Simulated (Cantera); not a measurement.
What does this Cantera script print?

```python
import numpy as np
import cantera as ct

gas_names = """
    CL CL2 H HCL H2 N NH NH2 NH3 N2 N2H2 N2H4 Si SiCL SiCL2 SiCL3 SiCL4 SiH SiHCL3 SiH2 SiH2CL2 SiH3
    SiH3CL SiH4 SiN Si2 Si2N Si3
""".split()
cond_names = """
    NH4CL(a) NH4CL(b) Si(cr) Si(L) Si3N4(a)
""".split()


# ... load() reads the species with a 1 bar reference pressure and builds the phases ...
atoms = {
    'Si2Cl6': {'Si': 2, 'CL': 6},
    'NH3': {'N': 1, 'H': 3},
    'H2': {'H': 2},
}
top_T = {'Si3N4(a)': 2400}  # K; cautious upper limits of use, not melting points


# ... equilibrate(T, P, feed) seeds the gas with the atoms and calls Mixture.equilibrate('TP', solver="vcs", rtol=1e-11, max_steps=5000) ...
results = []
P = 133.322  # Pa
for T in [1025, 1125, 1225, 1325, 1425, 1525, 1625, 1725, 1825, 1925, 2025]:
    for m in [5.7, 7.1, 8.9, 11, 14, 17, 21, 27, 33, 41, 52]:
        feed = {'Si2Cl6': 1, 'NH3': 1.6, 'H2': m}  # mol
        mix = equilibrate(T, P, feed)
        results.append((T, P, feed, dict(zip(mix.species_names, mix.species_moles))))

for T, P, feed, n in results:
    print(f"{T:7g} {feed['H2']:10.4g}  " + (" + ".join(c for c in cond_names if n.get(c, 0) > 1e-12) or "gas only"))
```

It prints:

```
   1025        5.7  Si3N4(a)
   1025        7.1  Si3N4(a)
   1025        8.9  Si3N4(a)
   1025         11  Si3N4(a)
   1025         14  Si3N4(a)
   1025         17  Si3N4(a)
   1025         21  Si3N4(a)
   1025         27  Si3N4(a)
   1025         33  Si3N4(a)
   1025         41  Si3N4(a)
   1025         52  Si3N4(a)
   1125        5.7  Si3N4(a)
   1125        7.1  Si3N4(a)
   1125        8.9  Si3N4(a)
   1125         11  Si3N4(a)
   1125         14  Si3N4(a)
   1125         17  Si3N4(a)
   1125         21  Si3N4(a)
   1125         27  Si3N4(a)
   1125         33  Si3N4(a)
   1125         41  Si3N4(a)
   1125         52  Si3N4(a)
   1225        5.7  Si3N4(a)
   1225        7.1  Si3N4(a)
   1225        8.9  Si3N4(a)
   1225         11  Si3N4(a)
   1225         14  Si3N4(a)
   1225         17  Si3N4(a)
   1225         21  Si3N4(a)
   1225         27  Si3N4(a)
   1225         33  Si3N4(a)
   1225         41  Si3N4(a)
   1225         52  Si3N4(a)
   1325        5.7  Si3N4(a)
   1325        7.1  Si3N4(a)
   1325        8.9  Si3N4(a)
   1325         11  Si3N4(a)
   1325         14  Si3N4(a)
   1325         17  Si3N4(a)
   1325         21  Si3N4(a)
   1325         27  Si3N4(a)
   1325         33  Si3N4(a)
   1325         41  Si3N4(a)
   1325         52  Si3N4(a)
   1425        5.7  Si3N4(a)
   1425        7.1  Si3N4(a)
   1425        8.9  Si3N4(a)
   1425         11  Si3N4(a)
   1425         14  Si3N4(a)
   1425         17  Si3N4(a)
   1425         21  Si3N4(a)
   1425         27  Si3N4(a)
   1425         33  Si(cr) + Si3N4(a)
   1425         41  Si(cr) + Si3N4(a)
   1425         52  Si(cr) + Si3N4(a)
   1525        5.7  Si3N4(a)
   1525        7.1  Si(cr) + Si3N4(a)
   1525        8.9  Si(cr)
   1525         11  Si(cr)
   1525         14  Si(cr)
   1525         17  Si(cr)
   1525         21  Si(cr)
   1525         27  Si(cr)
   1525         33  Si(cr)
   1525         41  Si(cr)
   1525         52  Si(cr)
   1625        5.7  Si(cr)
   1625        7.1  Si(cr)
   1625        8.9  Si(cr)
   1625         11  Si(cr)
   1625         14  Si(cr)
   1625         17  Si(cr)
   1625         21  Si(cr)
   1625         27  Si(cr)
   1625         33  Si(cr)
   1625         41  Si(cr)
   1625         52  Si(cr)
   1725        5.7  Si(L)
   1725        7.1  Si(L)
   1725        8.9  Si(L)
   1725         11  Si(L)
   1725         14  Si(L)
   1725         17  Si(L)
   1725         21  Si(L)
   1725         27  Si(L)
   1725         33  Si(L)
   1725         41  Si(L)
   1725         52  Si(L)
   1825        5.7  Si(L)
   1825        7.1  Si(L)
   1825        8.9  Si(L)
   1825         11  Si(L)
   1825         14  Si(L)
   1825         17  Si(L)
   1825         21  Si(L)
   1825         27  Si(L)
   1825         33  Si(L)
   1825         41  Si(L)
   1825         52  Si(L)
   1925        5.7  gas only
   1925        7.1  gas only
   1925        8.9  Si(L)
   1925         11  Si(L)
   1925         14  Si(L)
   1925         17  Si(L)
   1925         21  Si(L)
   1925         27  Si(L)
   1925         33  Si(L)
   1925         41  Si(L)
   1925         52  Si(L)
   2025        5.7  gas only
   2025        7.1  gas only
   2025        8.9  gas only
   2025         11  gas only
   2025         14  gas only
   2025         17  gas only
   2025         21  gas only
   2025         27  gas only
   2025         33  gas only
   2025         41  gas only
   2025         52  gas only
```

Cantera equilibrium calculation (NASA polynomials, part measured and part estimated; ideal gas, pure solids and liquids). The feed counts by its element totals alone. Mutual solubility and eutectic melting of coexisting phases are not modelled. The tables' values for SiCl3 are old estimates.
